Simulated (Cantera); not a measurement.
A perfectly stirred reactor is fed with 27.7 % CH₄, 16.9 % CO₂, 55.4 % H₂, at 100.0 Torr; it is held at 1775 K, and followed from long to short residence time.

Cantera simulation using GRI-Mech 3.0 (53 species, 325 reactions); the numbers are that mechanism's predictions, not measurements. GRI-Mech 3.0 stops at C3 and has no aromatics, soot or wall deposition, so with more carbon than oxygen in the feed, carbon stays in small species such as C2H2 where larger ones or solid carbon would form.

Predict: x(CH₄) at τ = 25.0 s; x(CO₂) at τ = 25.0 s; x(H₂) at τ = 25.0 s; x(H₂O) at τ = 25.0 s; x(CH₂O) at τ = 25.0 s; x(CH₄) at τ = 43.0 ms; x(CO₂) at τ = 43.0 ms; x(H₂) at τ = 43.0 ms; x(H₂O) at τ = 43.0 ms; x(CH₂O) at τ = 43.0 ms.


```json
{
  "x(CH₄) at τ = 25.0 s": "0.00512",
  "x(CO₂) at τ = 25.0 s": "0.000905",
  "x(H₂) at τ = 25.0 s": "0.717",
  "x(H₂O) at τ = 25.0 s": "0.00981",
  "x(CH₂O) at τ = 25.0 s": "1.89e-8",
  "x(CH₄) at τ = 43.0 ms": "0.100",
  "x(CO₂) at τ = 43.0 ms": "0.0530",
  "x(H₂) at τ = 43.0 ms": "0.595",
  "x(H₂O) at τ = 43.0 ms": "0.0877",
  "x(CH₂O) at τ = 43.0 ms": "3.08e-6"
}
```
